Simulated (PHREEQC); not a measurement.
A solution holds 0.071 mol/kgw Na2SeO3 and 0.075 mol/kgw Na3PO4, at 25 °C. Closed to the air; pH follows from the charge balance.

Equilibrium calculation in PHREEQC: ion-association model, wateq4f.dat.

This is a speciation only: nothing precipitates in the calculation.

Task: Predict the pH, activity of water, ionic strength.

Result: pH 12.04; activity of water 0.991; ionic strength 0.623 mol/kgw.

Task: In which forms is P present?

Result: PO4-3 76 %, HPO4-2 21 %, NaHPO4- 3.0 % of the P.

Species that the database lacks are ignored. H3PO4, which wateq4f.dat lacks, is added to it with the constant of phreeqc.dat.
